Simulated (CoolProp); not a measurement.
Properties of CH3F (R41) at several states (Tc = 44.1 °C, pc = 5906 kPa, ω = 0.200).

Computed with CoolProp (reference Helmholtz-energy equation of state, Lemmon 2006). It is a short technical equation, of lower accuracy than the large ones.

```
T (°C)  p (kPa)  phase  cp (kJ/(kg K))  cv (kJ/(kg K))  expansivity (1/kK)  fugacity coefficient
------  -------  -----  --------------  --------------  ------------------  --------------------
84.95      85.4    gas           1.217          0.9685               2.828                0.9962
78.35      22.4    gas           1.199          0.9537               2.855                0.9989
16.15      25.3    gas           1.092          0.8447               3.483                0.9977
120.55     4280    gas           1.599           1.121               4.140                0.8691
```
